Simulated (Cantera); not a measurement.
Charge: 1 mol PbI2, 1.9 mol H2, 0.27 mol N2, held at 1348 K and 13.0 Pa.

Cantera equilibrium calculation (NASA polynomials, part measured and part estimated; ideal gas, pure solids and liquids). Candidate condensed phases: I2, Pb, PbI2; 17 gas species. Rates play no part.

Task: What is the equilibrium state?

Result: 
| Item | Value |
|---|---|
| x(H2) | 0.370 |
| x(I) | 0.358 |
| x(Pb) | 0.178 |
| x(N2) | 0.0539 |
| x(PbI) | 0.0207 |
| x(HI) | 0.0177 |
| x(PbI2) | 0.00130 |
| x(H) | 0.000123 |
| x(I2) | 4.48e-5 |
| gas amount | 5.009 mol |
| log10 activity of Pb(l) (absent) | -2.32 |
| log10 activity of I2(l) (absent) | -10.48 |
